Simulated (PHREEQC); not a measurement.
Brine: speciation

Dissolve 92 mmol/kgw H2SO4, 2.6 mmol/kgw Na2B4O7 and 42 mmol/kgw NaCl at 64 °C. Closed to the air; pH follows from the charge balance.

The numbers come from PHREEQC with the Pitzer model, pitzer.dat.

pH: 1.11
ionic strength: 0.160 mol/kgw
specific conductance: 73900 µS/cm
density: 0.988 g/cm³
osmotic coefficient: 0.918
total alkalinity: -179 meq/kg

| species | molality | activity | log γ |
|---|---|---|---|
| H+ | 0.0998 | 0.0768 | -0.114 |
| HSO4- | 0.0790 | 0.0592 | -0.125 |
| Na+ | 0.0472 | 0.0354 | -0.125 |
| Cl- | 0.0420 | 0.0303 | -0.141 |
| SO4-2 | 0.0130 | 0.00256 | -0.706 |
| B(OH)3 | 0.0104 | 0.0104 | 0.000 |

This is a speciation only: nothing precipitates in the calculation. Complexes and solids missing from the database can't appear. Constants without temperature data keep their 25 °C values here.
